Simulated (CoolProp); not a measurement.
Vapour-liquid equilibrium of propane (1) + neopentane (2) at 295 kPa; x and y are mole fractions of (1).

Values from CoolProp's multi-fluid Helmholtz-energy mixture model, Lemmon 2009 and Lemmon 2006; pair parameters Bell 2016.

```
x     bubble temperature (K)  y at the bubble point  dew temperature at overall composition x (K)  liquid density (mol/L)
----  ----------------------  ---------------------  --------------------------------------------  ----------------------
0.05                   313.0                  0.127                                         315.0                   7.997
0.15                   306.8                  0.337                                         312.3                   8.378
0.25                   300.8                  0.509                                         309.5                   8.778
0.35                   294.8                  0.653                                         306.4                   9.205
0.45                   288.5                  0.770                                         303.0                   9.660
0.55                   282.0                  0.859                                         299.2                   10.14
0.65                   275.6                  0.922                                         294.9                   10.65
0.75                   269.6                  0.962                                         289.6                   11.16
0.85                   264.4                  0.985                                         282.8                   11.68
0.95                   260.2                  0.997                                         271.8                   12.18
```

No azeotrope shows between x = 0.05 and 0.95.

The pair parameters rest on a limited set of measurements; away from them the model extrapolates.
